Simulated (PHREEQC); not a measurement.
A solution holds 1.3 mol/kgw NaBr, 0.0073 mol/kgw Na2B4O7 and 4.9e-05 mol/kgw H4SiO4, at 25 °C and 500 atm. Closed to the air; pH follows from the charge balance.

Equilibrium calculation in PHREEQC: Pitzer model, pitzer.dat.

```csv
quantity,before,after
pH,8.48,8.56
ionic strength (mol/kgw),1.31,1.38
H4SiO4 (mol/kgw),4.08e-5,3.92e-5
H3SiO4- (mol/kgw),8.22e-6,9.82e-6
H2SiO4-2 (mol/kgw),5.08e-9,7.63e-9
SI of SiO2(a) (SiO2),-1.70,-1.71
```

Problem. Name the change that produced these shifts.
A. diluted 10-fold with water
B. H4SiO4 from 4.9e-05 to 4.9e-06 mol/kgw
C. Na2B4O7 from 0.0073 to 0.0365 mol/kgw
D. NaBr left out
E. diluted 5-fold with water

Solution. C, Na2B4O7 from 0.0073 to 0.0365 mol/kgw

Precipitation was switched off in this run. In brines, pH and single-ion activities rest on the MacInnes convention. Under pressure, the constants of complexes without a molar volume in the database are unreliable.
